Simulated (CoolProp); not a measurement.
Vapour-liquid equilibrium of cyclohexane (1) + dimethyl carbonate (2) at 310.1 K; x and y are mole fractions of (1).

The numbers come from the multi-fluid Helmholtz-energy mixture model, Zhou 2014 and Zhou 2011; pair parameters Bell 2016 in CoolProp.

```tsv
x	bubble pressure (bar)	y at the bubble point	dew pressure at overall composition x (bar)	liquid density (mol/L)
0.05	0.1763	0.293	0.1365	11.44
0.15	0.2313	0.501	0.1506	11.09
0.25	0.2571	0.576	0.1677	10.77
0.35	0.2682	0.610	0.1889	10.47
0.45	0.2726	0.627	0.2155	10.19
0.55	0.2743	0.638	0.2480	9.938
0.65	0.2749	0.651	0.2749	9.707
0.75	0.2736	0.675	0.2625	9.498
0.85	0.2662	0.728	0.2440	9.309
0.95	0.2424	0.859	0.2261	9.139
```

y crosses x between x = 0.65 and 0.75: the model has an azeotrope there.

The pair parameters rest on a limited set of measurements; away from them the model extrapolates. With so large a gap from Raoult's law the liquid may split in two, which this calculation doesn't test in full.
